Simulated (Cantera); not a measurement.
Input: 1 mol B2O3, 19 mol Cl2, 6.4 mol O2, equilibrated at 1048 K and 87.0 Pa.

Method: chemical equilibrium by Gibbs-energy minimisation in Cantera with the NASA 1993 tables (ideal gas, pure condensed phases). Candidate condensed phases: B, B2O3; 18 gas species. Equilibrium is a limit: real reactors are often held back by kinetics, nucleation or transport.

Base state: Cl2 0.729, O2 0.249, Cl 0.0223, ClO 1.80e-5 (mole fractions); condensed: B2O3(l).

Question: What changes in the equilibrium state with this change: B2O3 replaced by Al2O3?

Answer: 
```tsv
species	before	after
Cl2	0.729	0.729
O2	0.249	0.249
Cl	0.0223	0.0223
ClO	1.80e-5	1.80e-5
B2O3(l), mol	1.000	0
Al2O3(s), mol	0	1.000
```
Further candidate phases: Al, AlCl3, Al2O3.
